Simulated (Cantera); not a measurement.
## Equilibrium for abatement and gas-phase synthesis: HF + SO2

Feed: 1 mol HF, 0.31 mol SO2, held at 525 K.

Equilibrium computed with Cantera from the NASA thermochemical tables; the gas is ideal and each condensed phase is pure. Candidate condensed phases: H2O, H2SO4, S; 43 gas species. The ideal-gas law is rough above about 30 bar. The tables' values for S2F2 (SSF2) are old estimates; treat these amounts as uncertain. Equilibrium is a limit: real reactors are often held back by kinetics, nucleation or transport.

| P (Pa) | x HF | x SO2 | x H2F2 | x H3F3 | x H6F6 | x H4F4 | x H5F5 | x H7F7 |
|---|---|---|---|---|---|---|---|---|
| 10 | 0.763 | 0.237 | 5.74e-8 | <1e-12 | <1e-12 | <1e-12 | <1e-12 | <1e-12 |
| 120 | 0.763 | 0.237 | 6.89e-7 | <1e-12 | <1e-12 | <1e-12 | <1e-12 | <1e-12 |
| 1400 | 0.763 | 0.237 | 8.04e-6 | 7.16e-11 | <1e-12 | <1e-12 | <1e-12 | <1e-12 |
| 17000 | 0.763 | 0.237 | 9.76e-5 | 1.06e-8 | <1e-12 | 2.88e-12 | <1e-12 | <1e-12 |
| 210000 | 0.762 | 0.237 | 0.00120 | 1.60e-6 | <1e-12 | 5.40e-9 | 1.98e-11 | <1e-12 |
| 2500000 | 0.746 | 0.240 | 0.0137 | 0.000213 | 2.08e-7 | 8.37e-6 | 3.58e-7 | 5.49e-10 |
| 30000000 | 0.580 | 0.287 | 0.0995 | 0.0144 | 0.0115 | 0.00529 | 0.00211 | 0.000282 |
x: gas mole fraction; nothing condenses.

From 0.0750 Torr to 225000 Torr nothing is condensed.
